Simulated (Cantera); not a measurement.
An isothermal, constant-pressure homogeneous reactor starts with H₂ : O₂ = 0.046 : 1 (molar parts), equivalence ratio 0.023, at 950 K and 12.0 Torr.

Detailed kinetics in Cantera: GRI-Mech 3.0 (53 species, 325 reactions). Radical loss at walls, strong at low pressure, is not modelled. The temperature is held fixed by assumption; the heat of reaction is taken as removed at once.

x: mole fraction; the columns are a selection and need not sum to one.

| t (s) | x H₂ | x O₂ | x H₂O | x H | x HO₂ | x O | x OH |
|---|---|---|---|---|---|---|---|
| 1.00e-6 | 0.0440 | 0.956 | <1e-12 | <1e-12 | <1e-12 | <1e-12 | <1e-12 |
| 6.47e-6 | 0.0440 | 0.956 | <1e-12 | <1e-12 | <1e-12 | <1e-12 | <1e-12 |
| 4.19e-5 | 0.0440 | 0.956 | <1e-12 | 4.34e-12 | 4.88e-12 | <1e-12 | <1e-12 |
| 0.000271 | 0.0440 | 0.956 | 1.18e-11 | 2.43e-11 | 3.20e-11 | 1.84e-11 | 1.14e-11 |
| 0.00176 | 0.0440 | 0.956 | 3.69e-9 | 1.47e-9 | 3.01e-10 | 2.33e-9 | 9.99e-10 |
| 0.0114 | 0.00397 | 0.939 | 0.0349 | 0.00887 | 1.02e-5 | 0.0113 | ? |
| 0.0737 | 4.61e-5 | 0.954 | 0.0448 | 3.55e-5 | 2.73e-6 | 0.000536 | ? |
| 0.477 | 1.13e-6 | 0.955 | 0.0449 | 1.62e-7 | 2.57e-7 | 1.49e-5 | ? |
| 3.09 | 3.26e-8 | 0.955 | 0.0450 | 1.97e-9 | 1.93e-8 | 7.83e-7 | ? |
| 20.0 | 2.28e-9 | 0.955 | 0.0450 | 5.91e-11 | 2.08e-9 | 7.57e-8 | ? |

What belongs in the gaps?


- 0.0114, x OH: 0.00190
- 0.0737, x OH: 0.000168
- 0.477, x OH: 2.77e-5
- 3.09, x OH: 6.45e-6
- 20.0, x OH: 2.00e-6
